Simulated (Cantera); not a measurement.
An isothermal, constant-pressure homogeneous reactor starts with 13.3 % CH₄, 86.7 % N₂, at 1725 K and 3.30 Torr.

Model: GRI-Mech 3.0 (53 species, 325 reactions), integrated in Cantera. GRI-Mech 3.0 stops at C3 and has no aromatics, soot or wall deposition, so with more carbon than oxygen in the feed, carbon stays in small species such as C2H2 where larger ones or solid carbon would form. Radical loss at walls, strong at low pressure, is not modelled.

One state of this run: x CH₄ = 0.121; x H₂ = 0.0114; x CH₃ = 0.00222; x HCN = 6.46e-9; x C₂H₂ = 0.00132. x: mole fraction; the columns are a selection and need not sum to one.

Q: Which value of t (s) does it belong to?
A. 0.115
B. 8.00
C. 2.77
D. 0.00167

A: A, 0.115
